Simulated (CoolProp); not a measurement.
A closed Brayton cycle with dry air: compressor inlet 332.15 K and 1.8 MPa, high pressure 5.24 MPa, turbine inlet 855 K, compressor efficiency 0.8, turbine efficiency 0.9, recuperator effectiveness 0 (on enthalpy, no pinch check). Each further row changes one setting.

The numbers come from the reference Helmholtz-energy equation of state, Lemmon 2000 in CoolProp. It is a pseudo-pure fit of the blend.

| case | thermal efficiency (%) | net work (kJ/kg) | compressor to turbine work | compressor exit (K) | turbine exit (K) |
|---|---|---|---|---|---|
| as stated | … | 58.1 | 0.72 | 479.7 | 665.8 |
| turbine inlet 805 K | 13.1 | 45.7 | 0.77 | 479.7 | 625.2 |
| compressor inlet 342.15 K | 13.7 | 53.5 | 0.74 | … | 665.8 |
| high pressure 4.45 MPa | 13.0 | … | 0.69 | … | 691.8 |
| recuperator effectiveness 0.5 | 18.9 | 58.1 | 0.72 | 479.7 | 665.8 |

**Question.** Fill in the missing entries.

**Answer.** 
- as stated, thermal efficiency (%): 14.3
- compressor inlet 342.15 K, compressor exit (K): 493.9
- high pressure 4.45 MPa, net work (kJ/kg): 56.0
- high pressure 4.45 MPa, compressor exit (K): 454.3
